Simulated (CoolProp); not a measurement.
Vapour-liquid equilibrium of propane (1) + dimethyl ether (2) at 17.45 °C; x and y are mole fractions of (1).

Values from CoolProp's multi-fluid Helmholtz-energy mixture model, Lemmon 2009 and Wu 2011; pair parameters Bell 2016.

```csv
x,bubble pressure (MPa),y at the bubble point,dew pressure at overall composition x (MPa),liquid density (mol/L)
0.05,0.5108,0.113,0.4884,14.41
0.125,0.5615,0.243,0.5151,14.10
0.2,0.6042,0.343,0.5439,13.80
0.275,0.6402,0.423,0.5748,13.51
0.35,0.6709,0.491,0.6073,13.24
0.425,0.6970,0.552,0.6410,12.98
0.5,0.7193,0.607,0.6747,12.73
0.575,0.7382,0.660,0.7067,12.50
0.65,0.7540,0.712,0.7349,12.28
0.725,0.7667,0.765,0.7575,12.07
0.8,0.7761,0.821,0.7731,11.88
0.875,0.7820,0.882,0.7815,11.70
0.95,0.7835,0.949,0.7835,11.53
```

y crosses x between x = 0.875 and 0.95: the model has an azeotrope there.

Pair parameters are fitted to limited data, so mixtures are less certain than the pure fluids.
